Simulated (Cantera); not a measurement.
An isothermal, constant-pressure homogeneous reactor starts with CO : O₂ : H₂O : N₂ = 0.022 : 0.016 : 0.0012 : 1 (molar parts), at 1450 K and 3.20 bar.

Model: GRI-Mech 3.0 (53 species, 325 reactions), integrated in Cantera.

x: mole fraction; the columns are a selection and need not sum to one.

```json
[
 {"t (s)": "0.000700", "x CO": "0.0192", "x O₂": "0.0141", "x H₂O": "0.00103", "x O": "0.000698", "x HO₂": "4.77e-6", "x CO₂": "0.00195"},
 {"t (s)": "0.00266", "x CO": "0.00370", "x O₂": "0.00657", "x H₂O": "0.00107", "x O": "0.000272", "x HO₂": "2.58e-6", "x CO₂": "0.0177"},
 {"t (s)": "0.0101", "x CO": "0.000462", "x O₂": "0.00507", "x H₂O": "0.00115", "x O": "3.15e-5", "x HO₂": "8.15e-7", "x CO₂": "0.0209"},
 {"t (s)": "0.0382", "x CO": "3.97e-5", "x O₂": "0.00487", "x H₂O": "0.00116", "x O": "3.31e-6", "x HO₂": "1.08e-7", "x CO₂": "0.0214"},
 {"t (s)": "0.145", "x CO": "[?]", "x O₂": "0.00486", "x H₂O": "0.00117", "x O": "[?]", "x HO₂": "[?]", "x CO₂": "0.0214"},
 {"t (s)": "0.550", "x CO": "5.22e-7", "x O₂": "0.00486", "x H₂O": "0.00117", "x O": "9.63e-8", "x HO₂": "1.45e-9", "x CO₂": "0.0214"},
 {"t (s)": "2.09", "x CO": "3.89e-7", "x O₂": "0.00486", "x H₂O": "0.00117", "x O": "7.88e-8", "x HO₂": "1.15e-9", "x CO₂": "0.0214"},
 {"t (s)": "7.91", "x CO": "3.89e-7", "x O₂": "0.00486", "x H₂O": "0.00117", "x O": "7.87e-8", "x HO₂": "1.15e-9", "x CO₂": "0.0214"},
 {"t (s)": "30.0", "x CO": "3.89e-7", "x O₂": "0.00486", "x H₂O": "0.00117", "x O": "7.87e-8", "x HO₂": "1.15e-9", "x CO₂": "0.0214"}
]
```

Q: What belongs in the gaps?

A: 
- 0.145, x CO: 3.21e-6
- 0.145, x O: 3.99e-7
- 0.145, x HO₂: 8.63e-9
